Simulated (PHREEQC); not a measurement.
A PHREEQC input (ion-association model, wateq4f.dat):

```
SOLUTION 1
  temp 25
  units mg/L
  pH 7.72
  pe 10.5
  Na 125
  K 0.13
  Ca 146
  Mg 14.2
  Cl 216 charge
  Li 0.1 charge
  S(6) 69.6 as SO4
  Alkalinity 379 as HCO3
  Ni 2.93
  Zn 0.103
  F 0.171
END
USE solution 1
EQUILIBRIUM_PHASES 1
  Fluorite 0 0
  Quartz 0 0.5
  CO2(g) -3.4 10
END
```

It stops with these messages:

```
ERROR: Charge balance specified for more than one species.
ERROR: Program terminating due to input errors.
```

The fault: two constituents marked charge. The line should read `Cl 216` where the input has `Cl 216 charge / Li 0.1 charge`. With the mend the run ends at pH 8.83 and ionic strength 0.0168 mol/kgw.
